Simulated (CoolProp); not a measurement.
Vapour-liquid equilibrium of carbon monoxide (1) + methane (2) at 113.5 K; x and y are mole fractions of (1).

Values from CoolProp's multi-fluid Helmholtz-energy mixture model, Lemmon 2006 and Setzmann 1991; pair parameters Kunz 2012.

```tsv
x	bubble pressure (MPa)	y at the bubble point	dew pressure at overall composition x (MPa)	liquid density (mol/L)
0.05	0.1834	0.377	0.1234	26.08
0.125	0.2862	0.620	0.1335	25.96
0.2	0.3904	0.736	0.1453	25.81
0.275	0.4927	0.802	0.1593	25.65
0.35	0.5906	0.845	0.1764	25.46
0.425	0.6826	0.875	0.1975	25.24
0.5	0.7684	0.897	0.2243	25.00
0.575	0.8486	0.915	0.2596	24.72
0.65	0.9249	0.930	0.3078	24.40
0.725	0.9995	0.944	0.3778	24.04
0.8	1.076	0.957	0.4881	23.63
0.875	1.157	0.971	0.6821	23.18
0.95	1.246	0.988	1.035	22.66
```

No azeotrope shows between x = 0.05 and 0.95.

The pair parameters rest on a limited set of measurements; away from them the model extrapolates. The gap from Raoult's law changes sign with composition, which may be real or a fault of the pair parameters; it wasn't checked against measurements.
